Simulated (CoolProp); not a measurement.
The numbers come from the reference Helmholtz-energy equation of state, Wagner 2002 in CoolProp.

### Question
For water, give the phase and the density (kg/m³), isothermal compressibility (1/MPa), viscosity (µPa s), conductivity (mW/(m K)) at 380.8 K and 11300 kPa; 366.7 K and 6470 kPa.

### Answer
- 380.8 K and 11300 kPa: liquid; density 958, isothermal compressibility 0.000485, viscosity 263, conductivity 686
- 366.7 K and 6470 kPa: liquid; density 966, isothermal compressibility 0.000470, viscosity 304, conductivity 678

Viscosity comes from a separate model (Huber 2009). Thermal conductivity comes from a separate model (Huber 2012).
